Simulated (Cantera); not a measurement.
Input (Python, Cantera):

```python
import numpy as np
import cantera as ct

gas = ct.Solution("gri30.yaml")
gas.TPX = 1448, 15000, {'CO': 0.0013, 'O2': 0.025, 'H2O': 0.017, 'N2': 1, 'H2': 0.038}
reactor = ct.IdealGasConstPressureReactor(gas, energy="off", clone=False)
net = ct.ReactorNet([reactor])
net.rtol, net.atol = 1e-08, 1e-18
show = ['CO', 'O2', 'H2O', 'HO2', 'O', 'NO']
times = np.geomspace(0.0009, 2, 10)

steps = ct.SolutionArray(gas, extra=["t"])
rows = []
print(f"{'t/s':>10s}{'T/K':>9s}{'P/Pa':>11s}" + "".join(f"{s:>11s}" for s in show))
for t in times:
    while net.time < t:
        t_next = net.step()
        steps.append(gas.state, t=t_next)
    rows.append([np.interp(t, steps.t, y) for y in (steps.T, steps.P, *steps(*show).X.T)])
    print(f"{t:10.3e}{rows[-1][0]:9.1f}{rows[-1][1]:11.4g}" + "".join(f"{x:11.3e}" for x in rows[-1][2:]))
rate = np.gradient(steps.T, steps.t)
print("integrator steps:", len(steps.t))
if steps.T.max() > steps.T[0] + 200:
    print(f"time of steepest temperature rise: {steps.t[rate.argmax()]:.4e} s")
gas.TPX = 1448, 15000, {'CO': 0.0013, 'O2': 0.025, 'H2O': 0.017, 'N2': 1, 'H2': 0.038}
gas.equilibrate("TP")
print(f"equilibrium (TP): T = {gas.T:.1f} K  " + "  ".join(f"{s} {gas[s].X[0]:.3e}" for s in show))
```

It prints:

```
       t/s      T/K       P/Pa         CO         O2        H2O        HO2          O         NO
 9.000e-04   1448.0    1.5e+04  9.820e-04  1.030e-02  3.536e-02  5.530e-07  3.869e-03  3.344e-07
 2.119e-03   1448.0    1.5e+04  5.018e-04  9.510e-03  3.713e-02  5.177e-07  3.422e-03  2.549e-06
 4.989e-03   1448.0    1.5e+04  3.198e-04  8.616e-03  4.009e-02  4.778e-07  2.507e-03  5.874e-06
 1.174e-02   1448.0    1.5e+04  2.306e-04  7.373e-03  4.419e-02  4.153e-07  1.434e-03  9.121e-06
 2.765e-02   1448.0    1.5e+04  1.322e-04  6.143e-03  4.802e-02  3.380e-07  6.163e-04  1.090e-05
 6.510e-02   1448.0    1.5e+04  5.371e-05  5.372e-03  5.040e-02  2.519e-07  2.015e-04  1.143e-05
 1.533e-01   1448.0    1.5e+04  1.506e-05  5.085e-03  5.139e-02  1.395e-07  5.119e-05  1.154e-05
 3.608e-01   1448.0    1.5e+04  3.423e-06  5.027e-03  5.168e-02  4.697e-08  1.146e-05  1.157e-05
 8.495e-01   1448.0    1.5e+04  8.290e-07  5.024e-03  5.176e-02  1.338e-08  2.841e-06  1.158e-05
 2.000e+00   1448.0    1.5e+04  2.551e-07  5.027e-03  5.178e-02  5.340e-09  9.022e-07  1.158e-05
integrator steps: 1607
equilibrium (TP): T = 1448.0 K  CO 9.862e-08  O2 4.955e-03  H2O 5.179e-02  HO2 3.563e-09  O 3.568e-07  NO 1.587e-04
```

Cantera simulation using GRI-Mech 3.0 (53 species, 325 reactions); the numbers are that mechanism's predictions, not measurements. The temperature is held fixed by assumption; the heat of reaction is taken as removed at once.
